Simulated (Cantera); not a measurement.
An isothermal, constant-pressure homogeneous reactor starts with H2 : O2 = 0.011 : 1 (molar parts), equivalence ratio 0.0055, at 1025 K and 3.30 Torr.

Detailed kinetics in Cantera: the H2/O2 subset of GRI-Mech 3.0, which has no nitrogen chemistry. Radical loss at walls, strong at low pressure, is not modelled.

x: mole fraction; the columns are a selection and need not sum to one.

| t (s) | x H2 | x O2 | x H2O2 | x H2O | x O | x H | x OH |
|---|---|---|---|---|---|---|---|
| 2.00e-5 | 0.0109 | 0.989 | <1e-12 | <1e-12 | <1e-12 | 1.30e-12 | <1e-12 |
| 5.49e-5 | 0.0109 | 0.989 | <1e-12 | <1e-12 | <1e-12 | 3.40e-12 | <1e-12 |
| 0.000151 | 0.0109 | 0.989 | <1e-12 | <1e-12 | 1.98e-12 | 8.21e-12 | 1.93e-12 |
| 0.000413 | 0.0109 | 0.989 | <1e-12 | 1.35e-12 | 1.20e-11 | 1.70e-11 | 1.12e-11 |
| 0.00113 | 0.0109 | 0.989 | <1e-12 | 1.85e-11 | 6.25e-11 | 3.20e-11 | 5.13e-11 |
| 0.00311 | 0.0109 | 0.989 | <1e-12 | 2.23e-10 | 3.45e-10 | 8.52e-11 | 2.28e-10 |
| 0.00854 | 0.0109 | 0.989 | <1e-12 | 4.31e-9 | 4.14e-9 | 7.29e-10 | 2.34e-9 |
| 0.0234 | 0.0109 | 0.989 | 1.61e-12 | 1.32e-6 | 1.13e-6 | 1.91e-7 | 6.24e-7 |
| 0.0643 | 0.000669 | 0.981 | 2.86e-8 | 0.00904 | 0.00705 | 0.00141 | 0.000937 |
| 0.176 | 4.71e-5 | 0.982 | 6.61e-9 | 0.0103 | 0.00706 | 0.000609 | 0.000414 |
| 0.484 | 2.99e-5 | 0.984 | 6.68e-9 | 0.0106 | 0.00446 | 0.000306 | 0.000330 |
| 1.33 | 1.19e-5 | 0.987 | 6.54e-9 | 0.0108 | 0.00177 | 7.65e-5 | 0.000208 |
| 3.64 | 2.81e-6 | 0.989 | 5.67e-9 | 0.0109 | 0.000423 | 8.92e-6 | 0.000102 |
| 10.0 | [?] | 0.989 | [?] | 0.0109 | [?] | [?] | [?] |

Question: Complete the blanks.

Answer: 
- 10.0, x H2: 4.84e-7
- 10.0, x H2O2: 3.82e-9
- 10.0, x O: 7.45e-5
- 10.0, x H: 6.60e-7
- 10.0, x OH: 4.28e-5
